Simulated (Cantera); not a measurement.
An isothermal, constant-pressure homogeneous reactor starts with 1.04 % H2, 24.7 % O2, 74.2 % N2, at 925 K and 10.00 Torr.

Computed with Cantera and the H2/O2 subset of GRI-Mech 3.0, which has no nitrogen chemistry. Radical loss at walls, strong at low pressure, is not modelled. Below about 950 K walls govern HO2 and H2O2 in real vessels.

x: mole fraction; the columns are a selection and need not sum to one.

```json
[
 {"t (s)": "0.00100", "x H2": "0.0104", "x O2": "0.247", "x H2O": "<1e-12", "x H": "2.09e-12", "x H2O2": "<1e-12"},
 {"t (s)": "0.00285", "x H2": "0.0104", "x O2": "0.247", "x H2O": "7.81e-12", "x H": "7.08e-12", "x H2O2": "<1e-12"},
 {"t (s)": "0.00811", "x H2": "0.0104", "x O2": "0.247", "x H2O": "2.01e-10", "x H": "8.39e-11", "x H2O2": "<1e-12"},
 {"t (s)": "0.0231", "x H2": "0.0104", "x O2": "0.247", "x H2O": "1.67e-7", "x H": "6.15e-8", "x H2O2": "<1e-12"},
 {"t (s)": "0.0658", "x H2": "0.00107", "x O2": "0.242", "x H2O": "0.00807", "x H": "0.00213", "x H2O2": "4.74e-8"},
 {"t (s)": "0.187", "x H2": "5.83e-5", "x O2": "0.243", "x H2O": "0.0103", "x H": "0.000113", "x H2O2": "1.89e-8"},
 {"t (s)": "0.534", "x H2": "(withheld)", "x O2": "0.243", "x H2O": "0.0104", "x H": "(withheld)", "x H2O2": "(withheld)"},
 {"t (s)": "1.52", "x H2": "9.26e-7", "x O2": "0.243", "x H2O": "0.0104", "x H": "2.25e-7", "x H2O2": "7.57e-9"},
 {"t (s)": "4.33", "x H2": "1.15e-7", "x O2": "0.243", "x H2O": "0.0104", "x H": "1.30e-8", "x H2O2": "3.40e-9"},
 {"t (s)": "12.3", "x H2": "1.50e-8", "x O2": "0.243", "x H2O": "0.0104", "x H": "1.07e-9", "x H2O2": "1.26e-9"},
 {"t (s)": "35.1", "x H2": "2.54e-9", "x O2": "0.243", "x H2O": "0.0104", "x H": "1.23e-10", "x H2O2": "4.37e-10"},
 {"t (s)": "100", "x H2": "5.95e-10", "x O2": "0.243", "x H2O": "0.0104", "x H": "1.79e-11", "x H2O2": "1.52e-10"}
]
```

**Question.** Fill in the missing entries.

**Answer.** 
- 0.534, x H2: 7.22e-6
- 0.534, x H: 4.80e-6
- 0.534, x H2O2: 1.26e-8
